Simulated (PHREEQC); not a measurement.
# Acid rinse or clean: an equilibrium model

Make-up at 25 °C: 0.0079 mol HCl, 0.1 mol CuSO4 and 0.012 mol CuCl2 per kg of water. Closed to the air; pH follows from the charge balance.

Computed with PHREEQC (ion-association model, phreeqc.dat).

* **pH**: 2.57
* **ionic strength**: 0.239 mol/kgw
* **specific conductance**: 11600 µS/cm
* **density**: 1.014 g/cm³
* **total alkalinity**: -7.90 meq/kg

```csv
species,molality,activity,log γ
Cu+2,0.0622,0.0193,-0.508
CuSO4,0.0483,0.0510,0.024
SO4-2,0.0472,0.0129,-0.563
Cl-,0.0303,0.0213,-0.153
HSO4-,0.00453,0.00335,-0.131
H+,0.00337,0.00267,-0.102
CuCl+,0.00157,0.00111,-0.152
CuCl2,1.20e-5,1.26e-5,0.024
CuOH+,1.02e-7,7.22e-8,-0.152
Cu2(OH)2+2,7.61e-9,2.28e-9,-0.523
CuCl3-,1.35e-9,9.56e-10,-0.152
```

This is a speciation only: nothing precipitates in the calculation. Complexes and solids missing from the database can't appear.
